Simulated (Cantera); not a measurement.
What does this Cantera script print?

```python
import numpy as np
import cantera as ct

gas = ct.Solution("gri30.yaml")
gas.TPX = 1098, 130000, {'CO': 1, 'H2': 0.25, 'O2': 0.312, 'N2': 1.17}
reactor = ct.IdealGasReactor(gas, energy="on", clone=False)
net = ct.ReactorNet([reactor])
net.rtol, net.atol = 1e-08, 1e-16
show = ['CO', 'H2', 'O2', 'H2O2', 'H']
times = np.geomspace(8e-06, 0.4, 16)

steps = ct.SolutionArray(gas, extra=["t"])
rows = []
print(f"{'t/s':>10s}{'T/K':>9s}{'P/Pa':>11s}" + "".join(f"{s:>11s}" for s in show))
for t in times:
    while net.time < t:
        t_next = net.step()
        steps.append(gas.state, t=t_next)
    rows.append([np.interp(t, steps.t, y) for y in (steps.T, steps.P, *steps(*show).X.T)])
    print(f"{t:10.3e}{rows[-1][0]:9.1f}{rows[-1][1]:11.4g}" + "".join(f"{x:11.3e}" for x in rows[-1][2:]))
rate = np.gradient(steps.T, steps.t)
print("integrator steps:", len(steps.t))
if steps.T.max() > steps.T[0] + 200:
    print(f"time of steepest temperature rise: {steps.t[rate.argmax()]:.4e} s")
gas.TPX = 1098, 130000, {'CO': 1, 'H2': 0.25, 'O2': 0.312, 'N2': 1.17}
gas.equilibrate("UV")
print(f"equilibrium (UV): T = {gas.T:.1f} K  " + "  ".join(f"{s} {gas[s].X[0]:.3e}" for s in show))
```

Output:

```
       t/s      T/K       P/Pa         CO         H2         O2       H2O2          H
 8.000e-06   1098.0    1.3e+05  3.660e-01  9.151e-02  1.142e-01  2.394e-12  6.807e-09
 1.646e-05   1098.0    1.3e+05  3.660e-01  9.151e-02  1.142e-01  2.426e-11  2.932e-08
 3.385e-05   1098.0    1.3e+05  3.660e-01  9.151e-02  1.142e-01  4.700e-10  3.128e-07
 6.964e-05   1098.4    1.3e+05  3.660e-01  9.143e-02  1.141e-01  1.118e-07  3.313e-05
 1.433e-04   2516.7  2.758e+05  2.634e-01  1.946e-02  1.405e-02  1.497e-07  2.193e-02
 2.947e-04   2882.0  3.081e+05  2.534e-01  1.736e-02  5.533e-03  1.396e-07  8.360e-03
 6.063e-04   2878.2  3.077e+05  2.539e-01  1.751e-02  5.092e-03  1.336e-07  8.120e-03
 1.247e-03   2873.3  3.072e+05  2.543e-01  1.763e-02  4.862e-03  1.294e-07  8.026e-03
 2.566e-03   2872.3  3.071e+05  2.544e-01  1.765e-02  4.819e-03  1.287e-07  8.009e-03
 5.278e-03   2872.3  3.071e+05  2.544e-01  1.765e-02  4.818e-03  1.286e-07  8.008e-03
 1.086e-02   2872.3  3.071e+05  2.544e-01  1.765e-02  4.818e-03  1.286e-07  8.008e-03
 2.234e-02   2872.3  3.071e+05  2.544e-01  1.765e-02  4.818e-03  1.286e-07  8.008e-03
 4.595e-02   2872.3  3.071e+05  2.544e-01  1.765e-02  4.818e-03  1.286e-07  8.008e-03
 9.452e-02   2872.3  3.071e+05  2.544e-01  1.765e-02  4.818e-03  1.286e-07  8.008e-03
 1.944e-01   2872.3  3.071e+05  2.544e-01  1.765e-02  4.818e-03  1.286e-07  8.008e-03
 4.000e-01   2872.3  3.071e+05  2.544e-01  1.765e-02  4.818e-03  1.286e-07  8.008e-03
integrator steps: 1378
time of steepest temperature rise: 1.1235e-04 s
equilibrium (UV): T = 2872.3 K  CO 2.544e-01  H2 1.765e-02  O2 4.818e-03  H2O2 1.286e-07  H 8.008e-03
```

Model: GRI-Mech 3.0 (53 species, 325 reactions), integrated in Cantera.
